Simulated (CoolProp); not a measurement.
A Linde-Hampson liquefier for nitrogen: isothermal reversible compression at 290 K from 1 atm to 25 MPa, throttling to 1 atm, return gas leaving the recuperator 10 K below the feed. Each further row changes one setting.

The numbers come from the reference Helmholtz-energy equation of state, Span 2000 in CoolProp.

```csv
case,liquid yield per pass,compression work (kJ/kg of gas)
as stated,0.069,475
high pressure 50 MPa,___,___
warm-end temperature 320 K,___,528
warm-end gap 15 K,0.057,475
```

Question: What belongs in the gaps?

Answer: 
- high pressure 50 MPa, liquid yield per pass: 0.076
- high pressure 50 MPa, compression work (kJ/kg of gas): 547
- warm-end temperature 320 K, liquid yield per pass: 0.045
